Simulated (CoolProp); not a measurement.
A simple Rankine cycle with benzene: condensing at 291.15 K, boiler at 1.32 MPa, turbine inlet 472.9 K, turbine efficiency 0.75, pump efficiency 0.7, no recuperator. Each further row changes one setting.

Values from CoolProp's reference Helmholtz-energy equation of state, Thol 2012.

| case | thermal efficiency (%) | net work (kJ/kg) | heat in (kJ/kg) | turbine exit temperature (K) | volume ratio over the turbine |
|---|---|---|---|---|---|
| as stated | [?] | 144 | 654 | 353.0 | 134 |
| turbine inlet 492.9 K | 22.2 | 154 | 693 | 375.2 | [?] |
| condensing temperature 283.15 K | 23.1 | 154 | 667 | [?] | [?] |
| boiler pressure 0.924 MPa | [?] | 140 | 666 | [?] | [?] |
| turbine efficiency 0.65 | [?] | 125 | 654 | 368.0 | 140 |

**Question.** Some entries are withheld; supply them.

**Answer.** 
- as stated, thermal efficiency (%): 22.1
- turbine inlet 492.9 K, volume ratio over the turbine: 132
- condensing temperature 283.15 K, turbine exit temperature (K): 345.0
- condensing temperature 283.15 K, volume ratio over the turbine: 197
- boiler pressure 0.924 MPa, thermal efficiency (%): 21.0
- boiler pressure 0.924 MPa, turbine exit temperature (K): 365.7
- boiler pressure 0.924 MPa, volume ratio over the turbine: 89.8
- turbine efficiency 0.65, thermal efficiency (%): 19.1
